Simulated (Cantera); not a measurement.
An adiabatic, constant-volume homogeneous reactor starts with CO : H₂ : O₂ : N₂ : H₂O = 1 : 1.2 : 1.53 : 5.19 : 1.8 (molar parts), equivalence ratio 0.72, at 1625 K and 900 Torr. Integrator tolerance rtol = 1e-08.

Detailed kinetics in Cantera: GRI-Mech 3.0 (53 species, 325 reactions).

**Question.** What does this change do: initial temperature 1625 to 998 K?

**Answer.** 
| quantity | before | after |
|---|---|---|
| time of steepest temperature rise | 11.4 µs | 10.8 ms |
| temperature at 0.800 s | 2720 K | 2514 K |
| equilibrium temperature | 2720 K | 2514 K |
| x(CO) at 0.800 s | 0.0264 (gas-phase equilibrium 0.0264) | 0.0106 (gas-phase equilibrium 0.0106) |
| x(H₂) at 0.800 s | 0.0143 (gas-phase equilibrium 0.0143) | 0.00545 (gas-phase equilibrium 0.00545) |
| x(O₂) at 0.800 s | 0.0486 (gas-phase equilibrium 0.0486) | 0.0436 (gas-phase equilibrium 0.0436) |
| x(HO₂) at 0.800 s | 1.55e-5 (gas-phase equilibrium 1.55e-5) | 1.01e-5 (gas-phase equilibrium 1.01e-5) |
| x(NO) at 0.800 s | 0.0128 (gas-phase equilibrium 0.0128) | 0.00882 (gas-phase equilibrium 0.00882) |

**Question.** What does this change do: initial temperature 1625 to 1748 K?

**Answer.** 
| quantity | before | after |
|---|---|---|
| time of steepest temperature rise | 11.4 µs | 8.75 µs |
| temperature at 0.800 s | 2720 K | 2753 K |
| equilibrium temperature | 2720 K | 2753 K |
| x(CO) at 0.800 s | 0.0264 (gas-phase equilibrium 0.0264) | 0.0296 (gas-phase equilibrium 0.0296) |
| x(H₂) at 0.800 s | 0.0143 (gas-phase equilibrium 0.0143) | 0.0163 (gas-phase equilibrium 0.0163) |
| x(O₂) at 0.800 s | 0.0486 (gas-phase equilibrium 0.0486) | 0.0497 (gas-phase equilibrium 0.0497) |
| x(HO₂) at 0.800 s | 1.55e-5 (gas-phase equilibrium 1.55e-5) | 1.66e-5 (gas-phase equilibrium 1.66e-5) |
| x(NO) at 0.800 s | 0.0128 (gas-phase equilibrium 0.0128) | 0.0135 (gas-phase equilibrium 0.0135) |

**Question.** What does this change do: pressure from 900 Torr to 383 Torr?

**Answer.** 
| quantity | before | after |
|---|---|---|
| time of steepest temperature rise | 11.4 µs | 27.2 µs |
| temperature at 0.800 s | 2720 K | 2656 K |
| equilibrium temperature | 2720 K | 2656 K |
| x(CO) at 0.800 s | 0.0264 (gas-phase equilibrium 0.0264) | 0.0289 (gas-phase equilibrium 0.0289) |
| x(H₂) at 0.800 s | 0.0143 (gas-phase equilibrium 0.0143) | 0.0164 (gas-phase equilibrium 0.0164) |
| x(O₂) at 0.800 s | 0.0486 (gas-phase equilibrium 0.0486) | 0.0506 (gas-phase equilibrium 0.0506) |
| x(HO₂) at 0.800 s | 1.55e-5 (gas-phase equilibrium 1.55e-5) | 1.10e-5 (gas-phase equilibrium 1.10e-5) |
| x(NO) at 0.800 s | 0.0128 (gas-phase equilibrium 0.0128) | 0.0118 (gas-phase equilibrium 0.0118) |
